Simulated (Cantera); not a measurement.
Cantera run:

```python
import numpy as np
import cantera as ct

gas_names = """
    AL ALH ALN ALO ALOH ALO2 ALO2H AL2 AL2O AL2O2 H HALO HNO HNO2 HNO3 HO2 H2 H2O H2O2 N NH NH2 NH3
    NH2OH NO NO2 NO3 N2 N2H2 N2H4 N2O O OH O2 O3
""".split()
cond_names = """
    AL(cr) AL(L) ALN(s) AL2O3(a) AL2O3(L) H2O(s) H2O(L)
""".split()


# ... load() reads the species with a 1 bar reference pressure and builds the phases ...
atoms = {
    'Al': {'AL': 1},
    'H2O': {'H': 2, 'O': 1},
    'N2': {'N': 2},
    'NH3': {'N': 1, 'H': 3},
}
top_T = {'ALN(s)': 2750}  # K; cautious upper limits of use, not melting points


# ... equilibrate(T, P, feed) seeds the gas with the atoms and calls Mixture.equilibrate('TP', solver="vcs", rtol=1e-11, max_steps=5000) ...
results = []
feed = {'Al': 1, 'H2O': 12, 'N2': 8.5, 'NH3': 15}  # mol
T = 1898  # K
P = 101325  # Pa
mix = equilibrate(T, P, feed)
results.append((T, P, feed, dict(zip(mix.species_names, mix.species_moles))))
print(gas.report(threshold=1e-06))
for i in range(1, mix.n_phases):
    print(f"{mix.phase(i).name:16s} {mix.phase_moles(i):12.5e} mol")
```

Output:

```
       temperature   1898 K
          pressure   1.0132e+05 Pa
           density   0.087167 kg/m^3
  mean mol. weight   13.576 kg/kmol
   phase of matter   gas

                          1 kg             1 kmol
                     ---------------   ---------------
          enthalpy        3.0125e+05        4.0898e+06  J
   internal energy       -8.6117e+05       -1.1691e+07  J
           entropy             17022        2.3109e+05  J/K
    Gibbs function       -3.2007e+07       -4.3451e+08  J
 heat capacity c_p            2799.7             38008  J/K
 heat capacity c_v            2187.2             29693  J/K

                      mass frac. Y      mole frac. X     chem. pot. / RT
                     ---------------   ---------------   ---------------
                 H        3.9731e-05         0.0005351           -10.023
                H2          0.070515           0.47485           -20.047
               H2O           0.27581           0.20784           -44.125
               NH3        5.6317e-06        4.4892e-06           -44.021
                N2           0.65361           0.31674           -27.902
                OH        2.4003e-05         1.916e-05           -34.102
     [  +29 minor]        1.1796e-06        5.1627e-07

AL(L)             0.00000e+00 mol
ALN(s)            0.00000e+00 mol
AL2O3(a)          4.99999e-01 mol
```

Method: chemical equilibrium by Gibbs-energy minimisation in Cantera with the NASA 1993 tables (ideal gas, pure condensed phases). Gases not in the tables: Al(OH)3.
